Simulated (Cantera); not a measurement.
A perfectly stirred reactor is fed with CH4 : CO : O2 : N2 = 1 : 0.15 : 2.77 : 10.4 (molar parts), equivalence ratio 0.75, at 9750 Torr; it is adiabatic with a 800 K inlet, and is followed from long to short residence time, starting on the burning branch (τ in s: 0.028, 0.014, 0.0069, 0.0035, 0.0017, 0.00087, 0.00044, 0.00022, 0.00011, 5.5e-05).

Detailed kinetics in Cantera: GRI-Mech 3.0 (53 species, 325 reactions). The pressure lies above the range GRI-Mech 3.0 was tuned for (to about 10 atm).

Problem. What does this change do: CH4 1 to 1.5 parts?

Solution. 
```
quantity                                                                          before                                   after
------------------------------------------------  --------------------------------------  --------------------------------------
blow-out, bracketed by the residence times tried  burning at 55.0 µs, the shortest tried  burning at 55.0 µs, the shortest tried
x(CH4) at τ = 28.0 ms                                                            9.48e-7                                 1.27e-6
x(CO) at τ = 28.0 ms                                                             0.00127                                  0.0329
x(O2) at τ = 28.0 ms                                                              0.0467                                 0.00108
x(O) at τ = 28.0 ms                                                             0.000312                                0.000177
x(CH2O) at τ = 28.0 ms                                                           1.59e-7                                 1.77e-7
x(CH4) at τ = 0.870 ms                                                           2.50e-5                                 2.80e-5
x(CO) at τ = 0.870 ms                                                            0.00241                                  0.0342
x(O2) at τ = 0.870 ms                                                             0.0489                                 0.00220
x(O) at τ = 0.870 ms                                                            0.000432                                0.000295
x(CH2O) at τ = 0.870 ms                                                          4.36e-6                                 4.20e-6
```
